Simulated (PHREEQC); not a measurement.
# Nickel, zinc or cadmium bath: speciation

Solution (20 °C): 0.038 mol Ni(NO3)2, 0.0062 mol H3BO3 and 1.1 mol HCl per kg of water. Closed to the air; pH follows from the charge balance.

Model: ion-association model, wateq4f.dat, run in PHREEQC.

This is a speciation only: nothing precipitates in the calculation.

Task: Estimate the pH, activity of water.

Result: pH 0.09; activity of water 0.961.

Task: In which forms is Cl present?

Result: Cl- 96 %, NiCl2 2.8 %, NiCl+ 1.0 % of the Cl.

Ionic strength above about 0.7 mol/kgw puts this run outside the model's range. Complexes and solids missing from the database can't appear.
